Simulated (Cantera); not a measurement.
A perfectly stirred reactor is fed with NO : N₂ = 1 : 0.12 (molar parts), at 100000 Pa; it is held at 1800 K, and followed from long to short residence time.

Model: GRI-Mech 3.0 (53 species, 325 reactions), integrated in Cantera.

x: mole fraction; the columns are a selection and need not sum to one.

```csv
τ (s),x NO,x O,x O₂,x N₂O,x N₂
1.7,0.583,4.96e-5,0.154,(withheld),0.262
0.73,0.706,3.94e-5,0.0922,(withheld),0.200
0.32,0.793,3.03e-5,0.0491,(withheld),0.157
0.14,0.844,2.32e-5,0.0237,0.000292,0.131
0.063,0.870,1.86e-5,0.0110,0.000307,0.118
0.028,0.882,1.56e-5,0.00477,0.000306,0.112
0.012,0.888,1.36e-5,0.00187,0.000288,0.109
0.0054,0.891,1.18e-5,0.000686,(withheld),0.108
0.0024,0.892,9.53e-6,0.000199,(withheld),0.107
```

**Question.** Complete the blanks.

**Answer.** 
- 1.7, x N₂O: 0.000136
- 0.73, x N₂O: 0.000202
- 0.32, x N₂O: 0.000257
- 0.0054, x N₂O: 0.000250
- 0.0024, x N₂O: 0.000191
